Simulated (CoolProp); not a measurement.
Vapour-liquid equilibrium of R125 (1) + cyclopropane (2) at 852 kPa; x and y are mole fractions of (1).

Computed with CoolProp (multi-fluid Helmholtz-energy mixture model, Lemmon 2005 and Polt 1992; pair parameters Bell 2016). This equation is an older, rougher fit; its heat capacities, sound speeds and derivatives of the liquid may be far off and weren't checked against measurements.

```tsv
x	bubble temperature, mixture model (K)	bubble temperature, Raoult's law (K)	y, mixture model	y, Raoult's law
0.05	297.5	302.6	0.182	0.091
0.2	286.9	298.0	0.443	0.322
0.35	282.8	294.0	0.551	0.507
0.5	280.8	290.4	0.623	0.657
0.65	279.6	287.3	0.696	0.781
0.8	279.4	284.4	0.793	0.885
0.95	280.3	281.8	0.936	0.973
```

The largest gap from Raoult's law is -11.2 K in bubble temperature, at x = 0.35. y crosses x between x = 0.65 and 0.8: the model has an azeotrope there.

The pair parameters rest on a limited set of measurements; away from them the model extrapolates.
